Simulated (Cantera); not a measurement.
What does this Cantera script print?

```python
import numpy as np
import cantera as ct

gas_names = [...]  # 91 gases of nasa_gas.yaml made of C, Cl, H
cond_names = """
    C(gr) C6H6(L) C7H8(L) C8H18(L),n-octa
""".split()


# ... load() reads the species with a 1 bar reference pressure and builds the phases ...
atoms = {
    'CCl4': {'C': 1, 'CL': 4},
    'HCl': {'H': 1, 'CL': 1},
    'H2': {'H': 2},
}
top_T = {'C(gr)': 4500}  # K; cautious upper limits of use, not melting points


# ... equilibrate(T, P, feed) seeds the gas with the atoms and calls Mixture.equilibrate('TP', solver="vcs", rtol=1e-11, max_steps=5000) ...
results = []
feed = {'CCl4': 1, 'HCl': 1.3, 'H2': 0.94}  # mol
P = 1333.22  # Pa
for T in [1398, 1498, 1598, 1698, 1798, 1898, 1998, 2098, 2198, 2298]:
    mix = equilibrate(T, P, feed)
    results.append((T, P, feed, dict(zip(mix.species_names, mix.species_moles))))

top = {s: max(r[3][s] / sum(r[3][g] for g in gas_names) for r in results) for s in gas_names}
cols = sorted((s for s in top if top[s] > 0.001), key=lambda s: -top[s])[:5]
seen = [c for c in cond_names if any(r[3].get(c, 0) > 1e-12 for r in results)]
print("log10 of partial pressures in bar; condensed amounts in mol")
print(f"{'T/K':>10s}" + "".join(f"{s[:9]:>10s}" for s in cols + seen))
for T, P, feed, n in results:
    ng = sum(n[g] for g in gas_names)
    print(f"{T:10.4g}" + "".join(f"{np.log10(max(n[s] / ng * P / 1e5, 1e-99)):10.3f}" for s in cols)
          + "".join(f"{n.get(c, 0):10.4g}" for c in seen))
```

It prints:

```
log10 of partial pressures in bar; condensed amounts in mol
       T/K       HCL        CL       CL2         H        H2     C(gr)
      1398    -2.023    -2.857    -2.608    -9.900    -9.151         1
      1498    -2.042    -2.611    -2.744    -9.054    -8.578         1
      1598    -2.063    -2.445    -2.962    -8.267    -7.986         1
      1698    -2.079    -2.351    -3.260    -7.517    -7.354         1
      1798    -2.089    -2.307    -3.604    -6.805    -6.703         1
      1898    -2.094    -2.288    -3.954    -6.142    -6.070         1
      1998    -2.096    -2.279    -4.288    -5.534    -5.479         1
      2098    -2.099    -2.274    -4.595    -4.981    -4.939    0.9999
      2198    -2.104    -2.269    -4.872    -4.482    -4.456    0.9998
      2298    -2.118    -2.258    -5.115    -4.040    -4.043    0.9994
```

These are equilibrium values from Cantera (NASA tables, ideal gas, pure condensed phases), not measurements of a reactor.
